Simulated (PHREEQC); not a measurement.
Synthetic water in mmol/kgw, 25 °C, pH 5.82, pe 2.9: Na 0.000632; K 1.43e-05; Ca 2.4e-05; Mg 0.000177; Cl 0.000308; S(6) 9.65e-05; Alkalinity (meq/kgw) 0.000542; Ba 1.92e-07; Li 1.99e-06.

Valence states are taken as typed.

The numbers come from PHREEQC with the ion-association model, wateq4f.dat.

Precipitation was switched off in this run.

**Question.** Predict the ionic strength, charge-balance error.

**Answer.** ionic strength 2.86e-6 mol/kgw; charge-balance error 0.1 %.

**Question.** In which forms is C present?

**Answer.** CO2 77 %, HCO3- 23 % of the C.
